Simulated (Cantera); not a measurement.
An isothermal, constant-pressure homogeneous reactor starts with 0.818 % CO, 1.53 % O2, 7.73 % H2O, 89.9 % N2, at 875 K and 0.680 bar.

Model: GRI-Mech 3.0 (53 species, 325 reactions), integrated in Cantera.

x: mole fraction; the columns are a selection and need not sum to one.

| t (s) | x CO | x O2 | x H2O | x NO | x HO2 | x O |
|---|---|---|---|---|---|---|
| 8.00e-6 | 0.00818 | 0.0153 | 0.0773 | <1e-12 | <1e-12 | <1e-12 |
| 3.74e-5 | 0.00818 | 0.0153 | 0.0773 | <1e-12 | <1e-12 | <1e-12 |
| 0.000175 | 0.00818 | 0.0153 | 0.0773 | <1e-12 | <1e-12 | <1e-12 |
| 0.000818 | 0.00818 | 0.0153 | 0.0773 | <1e-12 | <1e-12 | 2.26e-12 |
| 0.00383 | 0.00818 | 0.0153 | 0.0773 | <1e-12 | 1.47e-11 | 6.15e-12 |
| 0.0179 | 0.00818 | 0.0153 | 0.0773 | <1e-12 | 1.27e-10 | 8.11e-12 |
| 0.0837 | 0.00818 | 0.0153 | 0.0773 | <1e-12 | 8.05e-10 | 1.16e-11 |
| 0.391 | 0.00818 | 0.0153 | 0.0773 | <1e-12 | [?] | 6.19e-11 |
| 1.83 | 0.00816 | 0.0153 | 0.0773 | <1e-12 | [?] | 5.27e-9 |
| 8.55 | 0.00727 | 0.0148 | 0.0773 | <1e-12 | [?] | 1.52e-8 |
| 40.0 | 0.00376 | 0.0131 | 0.0774 | <1e-12 | [?] | 9.65e-9 |

**Question.** What belongs in the gaps?

**Answer.** 
- 0.391, x HO2: 1.05e-8
- 1.83, x HO2: 8.45e-7
- 8.55, x HO2: 1.94e-6
- 40.0, x HO2: 1.56e-6
